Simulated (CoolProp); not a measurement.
Fluorine along the isobar 18.3 MPa: Z from the reference equation and from simpler models built on Tc = 144.4 K, pc = 5.240 MPa, ω = 0.045; each cubic takes its own stable root.

Computed with CoolProp (reference Helmholtz-energy equation of state, de Reuck 1990).

```json
[
 {"T (K)": "65.8", "phase": "liquid", "reference": "0.7674", "van der Waals": "1.105", "Redlich-Kwong": "0.7556", "Soave-Redlich-Kwong": "0.7623", "Peng-Robinson": "0.6799"},
 {"T (K)": "95", "phase": "liquid", "reference": "0.5932", "van der Waals": "0.8329", "Redlich-Kwong": "0.5859", "Soave-Redlich-Kwong": "0.5877", "Peng-Robinson": "0.5229"},
 {"T (K)": "124.3", "phase": "liquid", "reference": "0.5240", "van der Waals": "0.7090", "Redlich-Kwong": "?", "Soave-Redlich-Kwong": "0.5267", "Peng-Robinson": "0.4694"},
 {"T (K)": "153.6", "phase": "supercritical", "reference": "0.5259", "van der Waals": "0.6625", "Redlich-Kwong": "0.5463", "Soave-Redlich-Kwong": "?", "Peng-Robinson": "?"},
 {"T (K)": "182.9", "phase": "supercritical", "reference": "?", "van der Waals": "0.6787", "Redlich-Kwong": "?", "Soave-Redlich-Kwong": "0.6674", "Peng-Robinson": "0.6186"},
 {"T (K)": "212.2", "phase": "supercritical", "reference": "0.7810", "van der Waals": "?", "Redlich-Kwong": "0.7801", "Soave-Redlich-Kwong": "0.8099", "Peng-Robinson": "0.7620"},
 {"T (K)": "241.4", "phase": "supercritical", "reference": "0.8809", "van der Waals": "0.8241", "Redlich-Kwong": "0.8695", "Soave-Redlich-Kwong": "0.9039", "Peng-Robinson": "?"},
 {"T (K)": "270.7", "phase": "supercritical", "reference": "0.9416", "van der Waals": "0.8833", "Redlich-Kwong": "?", "Soave-Redlich-Kwong": "0.9615", "Peng-Robinson": "0.9192"},
 {"T (K)": "300", "phase": "supercritical", "reference": "0.9784", "van der Waals": "0.9249", "Redlich-Kwong": "0.9617", "Soave-Redlich-Kwong": "0.9975", "Peng-Robinson": "0.9589"}
]
```

Q: Some entries are withheld; supply them.

A: 
- 124.3, Redlich-Kwong: 0.5275
- 153.6, Soave-Redlich-Kwong: 0.5482
- 153.6, Peng-Robinson: 0.4954
- 182.9, reference: 0.6315
- 182.9, Redlich-Kwong: 0.6506
- 212.2, van der Waals: 0.7469
- 241.4, Peng-Robinson: 0.8582
- 270.7, Redlich-Kwong: 0.9257
